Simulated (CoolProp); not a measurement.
Ethylene at several states: fugacity coefficient from the reference equation and from simpler models built on Tc = 9.2 °C, pc = 5042 kPa, ω = 0.087; each cubic takes its own stable root.

Computed with CoolProp (reference Helmholtz-energy equation of state, Smukala 2000).

| T (°C) | p (kPa) | phase | reference |
|---|---|---|---|
| -63.45 | 2100 | liquid | 0.2952 |
| -27.55 | 908 | gas | 0.9080 |
| 14.55 | 204 | gas | 0.9872 |
| -105.45 | 7050 | liquid | 0.01611 |

**Question.** How far does each simpler model (van der Waals, Redlich-Kwong, Soave-Redlich-Kwong, Peng-Robinson) lie from the reference over these 4 states: mean and median of the absolute difference, and the worst?

**Answer.** 
- van der Waals: mean 117.0 %, median 46.2 %, worst +375.7 % at -105.45 °C and 7050 kPa
- Redlich-Kwong: mean 2.5 %, median 1.3 %, worst +7.2 % at -63.45 °C and 2100 kPa
- Soave-Redlich-Kwong: mean 0.3 %, median 0.1 %, worst +1.1 % at -63.45 °C and 2100 kPa
- Peng-Robinson: mean 0.4 %, median 0.3 %, worst -0.7 % at -27.55 °C and 908 kPa
